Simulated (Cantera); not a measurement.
Feed: 1 mol Si₃N₄, 0.0047 mol C, 0.53 mol N₂, equilibrated at 1.33 mbar.

Cantera equilibrium calculation (NASA polynomials, part measured and part estimated; ideal gas, pure solids and liquids). Candidate condensed phases: C, Si, SiC, Si₃N₄; 20 gas species. Rates play no part.

Question: Which condensed phases are stable at each of these points (T (°C)): 1850, 1950, 2050, 2150, 2250, 2350, 2450, 2550, 2650, 2750?

Answer: 
```csv
T (°C),condensed phases,Si condensed (%)
1850,Si(l),86.6
1950,Si(l),52.0
2050,gas only,0.0
2150,gas only,0.0
2250,gas only,0.0
2350,gas only,0.0
2450,gas only,0.0
2550,gas only,0.0
2650,gas only,0.0
2750,gas only,0.0
```

From 1850 °C to 1950 °C the condensed part is Si(l). From 2050 °C to 2750 °C nothing is condensed.
